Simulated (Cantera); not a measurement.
Input: 1 mol SiO2, 2 mol Cl2, 1.3 mol N2, at 1173.15 K and 10000 Pa.

Cantera equilibrium calculation (NASA polynomials, part measured and part estimated; ideal gas, pure solids and liquids). Candidate condensed phases: Si, SiO2, Si2N2O, Si3N4; 23 gas species. The tables hold silica as quartz up to 1696 K and as liquid above; real silica turns to tridymite and cristobalite and melts near 1996 K. Equilibrium is a limit: real reactors are often held back by kinetics, nucleation or transport.

Base state: Cl2 0.599, N2 0.392, Cl 0.00868, SiCl4 3.34e-5, O2 3.24e-5 (mole fractions); condensed: SiO2(β-quartz).

**Question.** What changes in the equilibrium state with this change: temperature from 1173.15 K to 1548 K?

**Answer.** 
```csv
species,before,after
Cl2,0.599,0.466
N2,0.392,0.360
Cl,0.00868,0.173
SiCl4,3.34e-5,0.000553
ClO,6.49e-7,2.86e-5
NO,1.39e-6,5.13e-5
"SiO2(β-quartz), mol",1.000,0.998
```
